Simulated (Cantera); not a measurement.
## Premixed flame

A freely propagating, adiabatic, planar premixed flame of 12.3 % CH₃OH, 18.4 % O₂, 69.3 % N₂, equivalence ratio 1.0, unburnt at 473 K and 750 Torr; mixture-averaged transport, grid criteria slope 0.08 and curve 0.16, no radiation.

Detailed kinetics in Cantera: GRI-Mech 3.0 (53 species, 325 reactions). GRI-Mech 3.0 was tuned for natural gas; its chemistry of methanol as a main component is partial and can be far from experiment. Burning velocities carry a grid error of a few per cent, more on coarse grids.

```csv
z (mm),T (K),u (m/s),x CH₃OH,x O₂,x OH,x C₂H₄,x HCO,x C₂H₂
-0.876,473,0.895,0.123,0.184,<1e-8,<1e-8,<1e-8,<1e-8
-0.584,475,0.902,0.122,0.183,<1e-8,<1e-8,<1e-8,<1e-8
-0.438,482,0.919,0.122,0.182,<1e-8,<1e-8,<1e-8,<1e-8
-0.292,536,1.03,0.118,0.176,<1e-8,2.52e-8,<1e-8,<1e-8
-0.146,871,1.73,0.0906,0.146,3.53e-7,2.82e-7,3.60e-8,8.10e-8
-0.0730,1255,2.57,0.0503,0.111,5.74e-5,7.17e-7,1.50e-5,2.05e-7
0,1665,3.52,0.00667,0.0706,0.00172,1.22e-6,0.000246,4.09e-7
0.0730,1802,3.81,5.55e-5,0.0464,0.00591,1.93e-7,2.23e-5,1.62e-7
0.146,1852,3.90,1.29e-7,0.0343,0.00852,<1e-8,3.69e-7,1.27e-8
0.292,1922,4.01,<1e-8,0.0261,0.00994,<1e-8,9.85e-8,<1e-8
0.584,2007,4.16,<1e-8,0.0215,0.0101,<1e-8,5.60e-8,<1e-8
1.17,2098,4.33,<1e-8,0.0179,0.00933,<1e-8,2.91e-8,<1e-8
2.34,2181,4.47,<1e-8,0.0144,0.00806,<1e-8,1.34e-8,<1e-8
```
x: mole fraction of selected species; z is measured from the peak of heat release.

```json
{
  "laminar_burning_velocity": "89.4 cm/s",
  "thermal_thickness": "0.292 mm",
  "peak x(OH)": "0.0101",
  "peak x(C₂H₄)": "1.23e-6",
  "peak x(HCO)": "0.000246",
  "peak x(C₂H₂)": "4.16e-7"
}
```
